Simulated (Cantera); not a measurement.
**Ignition delay**

Mixture: H2 : O2 : N2 = 1 : 0.82 : 3.08 (molar parts), at 530000 Pa, adiabatic and at constant volume. Ignition delay is the time to a rise of 400 K.

Model: the H2/O2 subset of GRI-Mech 3.0, which has no nitrogen chemistry, integrated in Cantera. The hydrogen kinetics of GRI-Mech 3.0 are dated; newer H2 mechanisms differ, most at raised pressure. Where the delays flatten at high temperature, the 400 K rule measures the pace of heat release, not the induction time.

```json
[
 {"T0 (K)": "1148", "delay (ms)": "0.0524"},
 {"T0 (K)": "1248", "delay (ms)": "0.00932"},
 {"T0 (K)": "1348", "delay (ms)": "0.00488"},
 {"T0 (K)": "1448", "delay (ms)": "0.00319"},
 {"T0 (K)": "1548", "delay (ms)": "0.00233"},
 {"T0 (K)": "1648", "delay (ms)": "0.00183"},
 {"T0 (K)": "1748", "delay (ms)": "0.00154"},
 {"T0 (K)": "1848", "delay (ms)": "0.00137"},
 {"T0 (K)": "1948", "delay (ms)": "0.00128"},
 {"T0 (K)": "2048", "delay (ms)": "0.00126"}
]
```
